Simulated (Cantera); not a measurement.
A closed system holds: 1 mol PbO, 0.94 mol CO, at 13.3 mbar.

Cantera equilibrium calculation (NASA polynomials, part measured and part estimated; ideal gas, pure solids and liquids). Candidate condensed phases: C, Pb, PbO, PbO2, Pb3O4; 15 gas species. Each liquid is taken as pure. Mutual solubility and eutectic melting of coexisting phases are not modelled. Gases not in the tables: (PbO)n polymers. Kinetics and transport are ignored.

Question: Which condensed phases are stable at each of these points (T (K)): 975, 1050, 1125, 1200, 1275, 1350, 1425, 1500, 1575, 1650?

Answer: 
```json
[
 {"T (K)": "975", "condensed phases": "Pb(l) + PbO(yellow)", "Pb condensed (%)": "99.9"},
 {"T (K)": "1050", "condensed phases": "Pb(l) + PbO(yellow)", "Pb condensed (%)": "99.7"},
 {"T (K)": "1125", "condensed phases": "Pb(l) + PbO(yellow)", "Pb condensed (%)": "98.6"},
 {"T (K)": "1200", "condensed phases": "Pb(l) + PbO(l)", "Pb condensed (%)": "94.7"},
 {"T (K)": "1275", "condensed phases": "Pb(l) + PbO(l)", "Pb condensed (%)": "81.7"},
 {"T (K)": "1350", "condensed phases": "Pb(l)", "Pb condensed (%)": "35.7"},
 {"T (K)": "1425", "condensed phases": "gas only", "Pb condensed (%)": "0.0"},
 {"T (K)": "1500", "condensed phases": "gas only", "Pb condensed (%)": "0.0"},
 {"T (K)": "1575", "condensed phases": "gas only", "Pb condensed (%)": "0.0"},
 {"T (K)": "1650", "condensed phases": "gas only", "Pb condensed (%)": "0.0"}
]
```

From 975 K to 1125 K the condensed part is Pb(l) + PbO(yellow). From 1200 K to 1275 K the condensed part is Pb(l) + PbO(l). At 1350 K the condensed part is Pb(l). From 1425 K to 1650 K nothing is condensed.
